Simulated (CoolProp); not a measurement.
Sulfur hexafluoride at 298.15 K and 1.31 MPa is compressed adiabatically to 3.12 MPa with isentropic efficiency 0.85. Each further row changes one setting.

Values from CoolProp's reference Helmholtz-energy equation of state, Guder 2009.

```json
[
 {"case": "as stated", "work (kJ/kg)": "14.0", "final temperature (K)": "333.9", "final density (kg/m³)": "233"},
 {"case": "efficiency 1", "work (kJ/kg)": "___", "final temperature (K)": "___", "final density (kg/m³)": "238"},
 {"case": "efficiency 0.65", "work (kJ/kg)": "18.3", "final temperature (K)": "___", "final density (kg/m³)": "___"}
]
```

Question: Fill in the missing entries.

Answer: 
- efficiency 1, work (kJ/kg): 11.9
- efficiency 1, final temperature (K): 331.7
- efficiency 0.65, final temperature (K): 338.4
- efficiency 0.65, final density (kg/m³): 224
